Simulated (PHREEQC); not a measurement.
Solution (45 °C): 0.14 mol H3PO4, 4.1e-05 mol Na2B4O7 and 0.0063 mol NaCl per kg of water. Closed to the air; pH follows from the charge balance.

All values are PHREEQC results (ion-association model, wateq4f.dat), not measurements.

```csv
quantity,before,after
pH,1.60,1.45
ionic strength (mol/kgw),0.0352,0.0483
SI of Halite (NaCl),-6.18,-5.58
```

Name the change that produced these shifts.
A. 0.0021 mol/kgw KCl added
B. Na2B4O7 from 4.1e-05 to 8.2e-06 mol/kgw
C. 0.02 mol/kgw HCl added
D. H3PO4 left out
E. diluted 2-fold with water

C, 0.02 mol/kgw HCl added

This is a speciation only: nothing precipitates in the calculation. H3PO4, which wateq4f.dat lacks, is added to it with the constant of phreeqc.dat. Away from 25 °C the constants follow the database's enthalpies or fits; those with neither stay at their 25 °C values.
